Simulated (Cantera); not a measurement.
A Cantera script and its output.

```python
import numpy as np
import cantera as ct

gas = ct.Solution("gri30.yaml")
gas.TPX = 1950, 13332, {'NO': 1, 'N2': 6.5}
inlet = ct.Reservoir(gas, clone=True)

reactor = ct.IdealGasConstPressureReactor(gas, energy="off", clone=False)
exhaust = ct.Reservoir(gas, clone=True)
tau = [1.2, 0.61, 0.31, 0.16, 0.084, 0.043, 0.022, 0.012, 0.0059, 0.0031][0]
for a, b in ((inlet, reactor), (reactor, exhaust)):
    ct.MassFlowController(a, b, mdot=lambda t: reactor.mass / tau)
net = ct.ReactorNet([reactor])
show = ['NO', 'N2O', 'N2', 'NO2', 'O', 'O2']

rows = []
print(f"{'tau/s':>10s}{'T/K':>9s}" + "".join(f"{s:>11s}" for s in show))
for tau in [1.2, 0.61, 0.31, 0.16, 0.084, 0.043, 0.022, 0.012, 0.0059, 0.0031]:
    net.initial_time = 0.0
    net.advance(30 * tau)
    before = gas.X
    net.advance(40 * tau)
    drift = np.max(np.abs(gas.X - before) / (gas.X + 1e-9))
    rows.append([gas.T, *gas[show].X, drift])
    print(f"{tau:10.3e}{gas.T:9.1f}" + "".join(f"{x:11.3e}" for x in gas[show].X))
```

Output:

```
     tau/s      T/K         NO        N2O         N2        NO2          O         O2
 1.200e+00   1950.0  1.247e-01  6.715e-06  8.709e-01  1.411e-05  1.016e-04  4.261e-03
 6.100e-01   1950.0  1.291e-01  7.248e-06  8.687e-01  1.165e-05  8.270e-05  2.037e-03
 3.100e-01   1950.0  1.313e-01  7.485e-06  8.677e-01  1.003e-05  7.119e-05  9.717e-04
 1.600e-01   1950.0  1.323e-01  7.537e-06  8.671e-01  8.956e-06  6.369e-05  4.664e-04
 8.400e-02   1950.0  1.328e-01  7.448e-06  8.669e-01  8.068e-06  5.733e-05  2.202e-04
 4.300e-02   1950.0  1.331e-01  7.183e-06  8.668e-01  6.996e-06  4.950e-05  9.310e-05
 2.200e-02   1950.0  1.332e-01  6.669e-06  8.667e-01  5.516e-06  3.878e-05  3.373e-05
 1.200e-02   1950.0  1.333e-01  5.916e-06  8.667e-01  3.838e-06  2.698e-05  1.106e-05
 5.900e-03   1950.0  1.333e-01  4.683e-06  8.667e-01  1.999e-06  1.445e-05  2.388e-06
 3.100e-03   1950.0  1.333e-01  3.404e-06  8.667e-01  9.294e-07  7.267e-06  5.484e-07
```

Cantera simulation using GRI-Mech 3.0 (53 species, 325 reactions); the numbers are that mechanism's predictions, not measurements.
